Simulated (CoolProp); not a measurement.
Model: reference Helmholtz-energy equation of state, Thol 2018, in CoolProp.

Q: For hydrogen chloride, give the phase and the cp (kJ/(kg K)), speed of sound (m/s) at 414.3 K and 32 bar; 465.1 K and 32 bar; 490.5 K and 32 bar.

A: 
- 414.3 K and 32 bar: gas; cp 0.903, speed of sound 353
- 465.1 K and 32 bar: gas; cp 0.868, speed of sound 379
- 490.5 K and 32 bar: gas; cp 0.859, speed of sound 390
